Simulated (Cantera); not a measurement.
Hydrocarbon pyrolysis for carbon deposition

An isothermal, constant-pressure homogeneous reactor starts with C₂H₆ : H₂ = 1 : 5.4 (molar parts), at 1625 K and 760 Torr.

Model: GRI-Mech 3.0 (53 species, 325 reactions), integrated in Cantera. GRI-Mech 3.0 stops at C3 and has no aromatics, soot or wall deposition, so with more carbon than oxygen in the feed, carbon stays in small species such as C2H2 where larger ones or solid carbon would form.

```tsv
t (s)	x C₂H₆	x H₂	x CH₃	x CH₄	x H	x C₂H₂
5.00e-6	0.131	0.838	0.00360	0.0125	0.000500	7.38e-5
3.50e-5	0.0208	0.808	0.00208	0.0942	0.000553	0.00774
0.000245	0.000358	0.808	0.000279	0.108	0.000103	0.0306
0.00171	6.88e-5	0.813	0.000159	0.105	6.05e-5	0.0584
0.0120	3.85e-5	0.818	0.000145	0.101	5.82e-5	0.0755
0.0836	3.04e-5	0.828	0.000124	0.0834	6.05e-5	0.0817
0.585	2.15e-5	0.844	9.16e-5	0.0589	6.46e-5	0.0905
4.09	2.12e-5	0.844	9.03e-5	0.0579	6.48e-5	0.0908
28.6	2.12e-5	0.844	9.03e-5	0.0579	6.48e-5	0.0908
200	2.12e-5	0.844	9.03e-5	0.0579	6.48e-5	0.0908
```
x: mole fraction; the columns are a selection and need not sum to one.

Equilibrium at this temperature and pressure: C₂H₆ 2.12e-5, H₂ 0.844, CH₃ 9.03e-5, CH₄ 0.0579, H 6.48e-5, C₂H₂ 0.0908 (gas phase only).
